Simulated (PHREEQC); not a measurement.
Consider water at 85 °C with 0.36 mol/kgw MgSO4, 0.15 mol/kgw K2SO4 and 6.1e-05 mol/kgw H4SiO4. Closed to the air; pH follows from the charge balance.

The numbers come from PHREEQC with the Pitzer model, pitzer.dat.

Q: The ionic strength comes out as 1.89 mol/kgw. What activity coefficients do MgOH+, SO4-2, H+, OH-, HSO4- get?

A: MgOH+ 0.37, SO4-2 0.042, H+ 0.44, OH- 0.34, HSO4- 0.55. Single-ion values are on the MacInnes scale.

This is a speciation only: nothing precipitates in the calculation. In brines, pH and single-ion activities rest on the MacInnes convention. Constants without temperature data keep their 25 °C values here.
